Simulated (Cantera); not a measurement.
A perfectly stirred reactor is fed with CH₄ : CO₂ = 1 : 3.9 (molar parts), at 510000 Pa; it is held at 1648 K, and followed from long to short residence time.

Cantera simulation using GRI-Mech 3.0 (53 species, 325 reactions); the numbers are that mechanism's predictions, not measurements.

### Question
What does this change do: CO2 3.9 to 6.8 parts?

### Answer
| quantity | before | after |
|---|---|---|
| x(CH₄) at τ = 5.60 s | 0.00598 | 0.00267 |
| x(CO₂) at τ = 5.60 s | 0.258 | 0.441 |
| x(HO₂) at τ = 5.60 s | <1e-12 | <1e-12 |
| x(C₂H) at τ = 5.60 s | 1.31e-9 | 6.26e-10 |
| x(C₂H₂) at τ = 5.60 s | 0.00249 | 0.000783 |
| x(CH₄) at τ = 37.0 ms | 0.0616 | 0.0379 |
| x(CO₂) at τ = 37.0 ms | 0.535 | 0.671 |
| x(HO₂) at τ = 37.0 ms | <1e-12 | <1e-12 |
| x(C₂H) at τ = 37.0 ms | 3.16e-8 | 2.98e-8 |
| x(C₂H₂) at τ = 37.0 ms | 0.0469 | 0.0302 |
